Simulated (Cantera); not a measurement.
What does this Cantera script print?

```python
import numpy as np
import cantera as ct

gas_names = """
    CL CL2 H HCL H2 Si SiCL SiCL2 SiCL3 SiCL4 SiH SiHCL3 SiH2 SiH2CL2 SiH3 SiH3CL SiH4 Si2 Si3
""".split()
cond_names = """
    Si(cr) Si(L)
""".split()


# ... load() reads the species with a 1 bar reference pressure and builds the phases ...
atoms = {
    'Si': {'Si': 1},
    'Cl2': {'CL': 2},
    'H2': {'H': 2},
}
top_T = {}  # K; cautious upper limits of use, not melting points


# ... equilibrate(T, P, feed) seeds the gas with the atoms and calls Mixture.equilibrate('TP', solver="vcs", rtol=1e-11, max_steps=5000) ...
results = []
feed = {'Si': 1, 'Cl2': 1.3, 'H2': 0.56}  # mol
T = 1148  # K
P = 101325  # Pa
mix = equilibrate(T, P, feed)
results.append((T, P, feed, dict(zip(mix.species_names, mix.species_moles))))
print(gas.report(threshold=1e-05))
for i in range(1, mix.n_phases):
    print(f"{mix.phase(i).name:16s} {mix.phase_moles(i):12.5e} mol")
```

It prints:

```
       temperature   1148 K
          pressure   1.0132e+05 Pa
           density   0.99987 kg/m^3
  mean mol. weight   94.189 kg/kmol
   phase of matter   gas

                          1 kg             1 kmol
                     ---------------   ---------------
          enthalpy       -3.1474e+06       -2.9645e+08  J
   internal energy       -3.2488e+06         -3.06e+08  J
           entropy            3681.3        3.4674e+05  J/K
    Gibbs function       -7.3735e+06       -6.9451e+08  J
 heat capacity c_p            773.45             72851  J/K
 heat capacity c_v            685.17             64536  J/K

                      mass frac. Y      mole frac. X     chem. pot. / RT
                     ---------------   ---------------   ---------------
               HCL          0.012646          0.032671           -37.718
                H2         0.0084741           0.39592           -18.773
             SiCL2         0.0062161         0.0059149           -60.621
             SiCL3          0.021912          0.015353           -88.953
             SiCL4           0.79346           0.43992           -117.28
            SiHCL3           0.15378           0.10694           -98.339
           SiH2CL2         0.0034924         0.0032568           -79.394
            SiH3CL        1.8877e-05        2.6714e-05           -60.449
     [  +11 minor]        3.4184e-08        1.4305e-07

Si(cr)            3.17749e-01 mol
```

Method: chemical equilibrium by Gibbs-energy minimisation in Cantera with the NASA 1993 tables (ideal gas, pure condensed phases). The tables' values for SiCl3 are old estimates; treat these amounts as uncertain.
